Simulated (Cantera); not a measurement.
Thermal oxidation and active oxidation of silicon: Si + CO₂ + H₂

A closed system holds: 1 mol Si, 0.087 mol CO₂, 250 mol H₂, held at 1.33 mbar.

Equilibrium computed with Cantera from the NASA thermochemical tables; the gas is ideal and each condensed phase is pure. Candidate condensed phases: C, C₆H₆, C₇H₈, C₈H₁₈, H₂O, Si, SiC, SiO₂; 123 gas species. Mutual solubility and eutectic melting of coexisting phases are not modelled. The tables hold silica as quartz up to 1696 K and as liquid above; real silica turns to tridymite and cristobalite and melts near 1996 K. Gases not in the tables: Si₂H₆ and higher silanes. Equilibrium is a limit: real reactors are often held back by kinetics, nucleation or transport.

From 1073 K to 1148 K the condensed part is Si(s) + SiC(s) + SiO₂(β-quartz). From 1223 K to 1673 K the condensed part is Si(s) + SiC(s). At 1748 K the condensed part is Si(l) + SiC(s). At 1823 K the condensed part is SiC(s). From 1898 K to 2048 K nothing is condensed. The main Si-bearing gas is SiO at 1073 K and Si at 2048 K.

```json
[
 {"T (K)": "1073", "x H₂": "1.000", "x H": "3.84e-7", "x Si": "5.18e-12", "x SiO": "6.67e-6", "n Si(s)": "0.825", "n SiC(s)": "0.0870", "n SiO₂(β-quartz)": "0.0862", "n Si(l)": "0"},
 {"T (K)": "1148", "x H₂": "1.000", "x H": "1.96e-6", "x Si": "1.37e-10", "x SiO": "8.40e-5", "n Si(s)": "0.816", "n SiC(s)": "0.0869", "n SiO₂(β-quartz)": "0.0764", "n Si(l)": "0"},
 {"T (K)": "1223", "x H₂": "0.999", "x H": "8.23e-6", "x Si": "2.41e-9", "x SiO": "0.000690", "n Si(s)": "0.742", "n SiC(s)": "0.0856", "n SiO₂(β-quartz)": "0", "n Si(l)": "0"},
 {"T (K)": "1298", "x H₂": "0.999", "x H": "2.93e-5", "x Si": "3.05e-8", "x SiO": "0.000687", "n Si(s)": "0.743", "n SiC(s)": "0.0850", "n SiO₂(β-quartz)": "0", "n Si(l)": "0"},
 {"T (K)": "1373", "x H₂": "0.999", "x H": "9.12e-5", "x Si": "2.91e-7", "x SiO": "0.000684", "n Si(s)": "0.744", "n SiC(s)": "0.0842", "n SiO₂(β-quartz)": "0", "n Si(l)": "0"},
 {"T (K)": "1448", "x H₂": "0.999", "x H": "0.000252", "x Si": "2.19e-6", "x SiO": "0.000680", "n Si(s)": "0.746", "n SiC(s)": "0.0832", "n SiO₂(β-quartz)": "0", "n Si(l)": "0"},
 {"T (K)": "1523", "x H₂": "0.999", "x H": "0.000633", "x Si": "1.35e-5", "x SiO": "0.000675", "n Si(s)": "0.745", "n SiC(s)": "0.0820", "n SiO₂(β-quartz)": "0", "n Si(l)": "0"},
 {"T (K)": "1598", "x H₂": "0.998", "x H": "0.00146", "x Si": "7.01e-5", "x SiO": "0.000670", "n Si(s)": "0.731", "n SiC(s)": "0.0806", "n SiO₂(β-quartz)": "0", "n Si(l)": "0"},
 {"T (K)": "1673", "x H₂": "0.996", "x H": "0.00311", "x Si": "0.000313", "x SiO": "0.000663", "n Si(s)": "0.667", "n SiC(s)": "0.0787", "n SiO₂(β-quartz)": "0", "n Si(l)": "0"},
 {"T (K)": "1748", "x H₂": "0.992", "x H": "0.00623", "x Si": "0.00109", "x SiO": "0.000644", "n Si(s)": "0", "n SiC(s)": "0.0727", "n SiO₂(β-quartz)": "0", "n Si(l)": "0.464"},
 {"T (K)": "1823", "x H₂": "0.984", "x H": "0.0118", "x Si": "0.00290", "x SiO": "0.000595", "n Si(s)": "0", "n SiC(s)": "0.0544", "n SiO₂(β-quartz)": "0", "n Si(l)": "0"},
 {"T (K)": "1898", "x H₂": "0.975", "x H": "0.0211", "x Si": "0.00335", "x SiO": "0.000379", "n Si(s)": "0", "n SiC(s)": "0", "n SiO₂(β-quartz)": "0", "n Si(l)": "0"},
 {"T (K)": "1973", "x H₂": "0.960", "x H": "0.0362", "x Si": "0.00344", "x SiO": "0.000347", "n Si(s)": "0", "n SiC(s)": "0", "n SiO₂(β-quartz)": "0", "n Si(l)": "0"},
 {"T (K)": "2048", "x H₂": "0.936", "x H": "0.0593", "x Si": "0.00344", "x SiO": "0.000337", "n Si(s)": "0", "n SiC(s)": "0", "n SiO₂(β-quartz)": "0", "n Si(l)": "0"}
]
```
x: gas mole fraction; n: condensed amount in mol.
